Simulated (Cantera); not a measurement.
Input: 1 mol BF3, 6.8 mol N2, at 2023 K and 2600 Pa.

Cantera equilibrium calculation (NASA polynomials, part measured and part estimated; ideal gas, pure solids and liquids). Candidate condensed phases: B, BN; 13 gas species. The tables' values for BF2 are old estimates; treat these amounts as uncertain. The numbers say what is thermodynamically allowed, not how fast it happens.

Base state: N2 0.872, BF3 0.128, F 0.000236, BF2 0.000236 (mole fractions); condensed: gas only.

**Question.** What changes in the equilibrium state with this change: pressure from 2600 Pa to 75.0 Pa?

**Answer.** 
| species | before | after |
|---|---|---|
| N2 | 0.872 | 0.871 |
| BF3 | 0.128 | 0.127 |
| F | 0.000236 | 0.00139 |
| BF2 | 0.000236 | 0.00137 |
